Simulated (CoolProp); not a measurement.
A closed Brayton cycle with nitrogen: compressor inlet 317.15 K and 2.7 MPa, high pressure 8.89 MPa, turbine inlet 935 K, compressor efficiency 0.8, turbine efficiency 0.93, recuperator effectiveness 0.9 (on enthalpy, no pinch check). Each further row changes one setting.

The numbers come from the reference Helmholtz-energy equation of state, Span 2000 in CoolProp.

```csv
case,thermal efficiency (%),net work (kJ/kg),compressor to turbine work,compressor exit (K),turbine exit (K)
as stated,33.6,99.4,0.63,478.6,700.1
turbine inlet 885 K,30.6,84.8,0.67,478.6,660.8
compressor inlet 327.15 K,32.0,93.9,0.65,493.5,700.1
high pressure 7.56 MPa,35.0,94.3,0.60,453.4,728.5
recuperator effectiveness 0.5,25.4,99.4,0.63,478.6,700.1
```
